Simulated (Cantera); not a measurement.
A perfectly stirred reactor is fed with CH4 : H2 : H = 0.024 : 1 : 0.081 (molar parts), at 0.365 atm; it is held at 1700 K, and followed from long to short residence time.

Computed with Cantera and GRI-Mech 3.0 (53 species, 325 reactions). GRI-Mech 3.0 stops at C3 and has no aromatics, soot or wall deposition, so with more carbon than oxygen in the feed, carbon stays in small species such as C2H2 where larger ones or solid carbon would form.

Question: What does this change do: CH4 0.024 to 0.0089 parts?

Answer: 
| quantity | before | after |
|---|---|---|
| x(CH4) at τ = 2.20 s | 0.00757 | 0.00384 |
| x(H2) at τ = 2.20 s | 0.985 | 0.994 |
| x(H) at τ = 2.20 s | 0.000274 | 0.000309 |
| x(C2H) at τ = 2.20 s | 1.11e-8 | 3.90e-9 |
| x(C2H2) at τ = 2.20 s | 0.00717 | 0.00225 |
| x(CH4) at τ = 20.0 ms | 0.0141 | 0.00551 |
| x(H2) at τ = 20.0 ms | 0.981 | 0.991 |
| x(H) at τ = 20.0 ms | 0.00103 | 0.00170 |
| x(C2H) at τ = 20.0 ms | 2.26e-8 | 1.29e-8 |
| x(C2H2) at τ = 20.0 ms | 0.00386 | 0.00135 |

Question: What does this change do: pressure from 0.365 atm to 0.0247 atm?

Answer: 
| quantity | before | after |
|---|---|---|
| x(CH4) at τ = 2.20 s | 0.00757 | 0.00448 |
| x(H2) at τ = 2.20 s | 0.985 | 0.984 |
| x(H) at τ = 2.20 s | 0.000274 | 0.00235 |
| x(C2H) at τ = 2.20 s | 1.11e-8 | 1.16e-7 |
| x(C2H2) at τ = 2.20 s | 0.00717 | 0.00870 |
| x(CH4) at τ = 20.0 ms | 0.0141 | 0.00499 |
| x(H2) at τ = 20.0 ms | 0.981 | 0.970 |
| x(H) at τ = 20.0 ms | 0.00103 | 0.0159 |
| x(C2H) at τ = 20.0 ms | 2.26e-8 | 6.97e-7 |
| x(C2H2) at τ = 20.0 ms | 0.00386 | 0.00764 |
Radical loss at walls, strong at low pressure, is not modelled.
